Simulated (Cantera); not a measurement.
A perfectly stirred reactor is fed with H₂ : O₂ = 0.042 : 1 (molar parts), at 0.00563 atm; it is held at 1250 K, and followed from long to short residence time.

Detailed kinetics in Cantera: GRI-Mech 3.0 (53 species, 325 reactions). Radical loss at walls, strong at low pressure, is not modelled. The temperature is held fixed by assumption; the heat of reaction is taken as removed at once.

**Question.** What does this change do: H2 0.042 to 0.014 parts?

**Answer.** 
| quantity | before | after |
|---|---|---|
| x(H₂) at τ = 0.720 s | 0.000316 | 9.57e-5 |
| x(O₂) at τ = 0.720 s | 0.946 | 0.978 |
| x(HO₂) at τ = 0.720 s | 8.10e-7 | 3.54e-7 |
| x(H₂O) at τ = 0.720 s | 0.0388 | 0.0131 |
| x(OH) at τ = 0.720 s | 0.00220 | 0.00102 |
| x(H₂) at τ = 66.0 ms | 0.000971 | 0.000425 |
| x(O₂) at τ = 66.0 ms | 0.932 | 0.975 |
| x(HO₂) at τ = 66.0 ms | 1.07e-6 | 4.78e-7 |
| x(H₂O) at τ = 66.0 ms | 0.0357 | 0.0123 |
| x(OH) at τ = 66.0 ms | 0.00336 | 0.00149 |
